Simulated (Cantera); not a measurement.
# Thermodynamics of chlorosilane synthesis and conversion, feed SiCl₄ + HCl + H₂

Input: 1 mol SiCl₄, 4.1 mol HCl, 3.8 mol H₂, held at 390000 Pa.

Cantera equilibrium calculation (NASA polynomials, part measured and part estimated; ideal gas, pure solids and liquids). Candidate condensed phases: Si; 19 gas species. The tables' values for SiCl₃ are old estimates; treat these amounts as uncertain. Kinetics and transport are ignored.

```
T (K)  x HCl   x H₂  x SiCl₄   x SiCl₃  x SiHCl₃   x SiCl₂
-----  -----  -----  -------  --------  --------  --------
1075   0.462  0.426    0.111   4.21e-5   0.00127   2.52e-7
1125   0.463  0.425    0.110   9.92e-5   0.00176   1.10e-6
1175   0.463  0.424    0.110  0.000216   0.00237   4.17e-6
1225   0.464  0.424    0.109  0.000441   0.00310   1.41e-5
1275   0.465  0.422    0.107  0.000844   0.00394   4.31e-5
1325   0.467  0.421    0.106   0.00153   0.00488  0.000120
1375   0.469  0.419    0.103   0.00261   0.00588  0.000304
1425   0.472  0.416    0.100   0.00425   0.00690  0.000709
1475   0.476  0.412   0.0958   0.00655   0.00785   0.00152
1525   0.482  0.407   0.0901   0.00957   0.00861   0.00302
```
x: gas mole fraction; nothing condenses.

From 1075 K to 1525 K nothing is condensed. The main Si-bearing gas is SiCl₄ throughout.
